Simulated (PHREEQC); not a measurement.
KOH is added in steps, without added water, to 1 kg of water holding 0.001 mol/kgw H2SO4 and 0.00018 mol/kgw Li2SO4, at 30 °C. Oxygen is held at 0.21 atm. CO2 is held at log p = -3.4 (atm). Nothing may precipitate in this run.

Base run: PHREEQC, ion-association model, wateq4f.dat. Each further column changes one thing. The table gives HSO4- (mol/kgw).

```
KOH added (mol)      base  Davies equation for every ion  Debye-Hückel limiting law  all activity coefficients set to 1  metal-ligand complexes left out
---------------  --------  -----------------------------  -------------------------  ----------------------------------  -------------------------------
0                0.000160                       0.000159                   0.000156                            0.000193                         0.000160
0.0004875        0.000124                       0.000123                   0.000121                            0.000151                         0.000125
0.0008531         9.62e-5                        9.55e-5                    9.39e-5                            0.000118                          9.67e-5
0.001341          5.69e-5                        5.64e-5                    5.55e-5                             7.02e-5                          5.73e-5
0.001706          2.59e-5                        2.57e-5                    2.52e-5                             3.22e-5                          2.61e-5
0.002194          3.22e-9                        3.21e-9                    3.18e-9                             3.65e-9                          3.26e-9
0.002559          1.12e-9                        1.11e-9                    1.10e-9                             1.27e-9                          1.13e-9
0.003047         5.96e-10                       5.95e-10                   5.87e-10                            6.83e-10                         6.07e-10
0.003413         4.42e-10                       4.41e-10                   4.35e-10                            5.08e-10                         4.51e-10
0.0039           3.29e-10                       3.28e-10                   3.23e-10                            3.79e-10                         3.36e-10
```
